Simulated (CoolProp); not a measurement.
Aqueous potassium acetate as a coolant, 43 % by mass, freezing at -48.3 °C, 1 atm.

The numbers come from the Melinder's fits for secondary coolants in CoolProp.

```
T (°C)  density (kg/m³)  viscosity (mPa s)  conductivity (W/(m K))  Prandtl number
------  ---------------  -----------------  ----------------------  --------------
-29.6              1253               38.5                   0.410             258
-24.5              1252               27.1                   0.415             180
-19.4              1250               19.7                   0.421             130
-14.3              1248               14.8                   0.426            96.9
-9.3                  ?               11.5                   0.431            74.5
-4.2               1244               9.06                       ?            58.5
0.9                1242                  ?                   0.442               ?
6                  1240               6.05                   0.447            38.5
11.1                  ?               5.09                   0.452            32.2
16.2               1235                  ?                   0.457            27.3
21.2               1232                  ?                   0.463            23.5
26.3               1230               3.30                   0.468            20.4
31.4               1227               2.90                   0.473            17.9
```

### Question
Complete the blanks.

### Answer

- -9.3, density (kg/m³): 1246
- -4.2, conductivity (W/(m K)): 0.436
- 0.9, viscosity (mPa s): 7.33
- 0.9, Prandtl number: 47.0
- 11.1, density (kg/m³): 1237
- 16.2, viscosity (mPa s): 4.35
- 21.2, viscosity (mPa s): 3.77
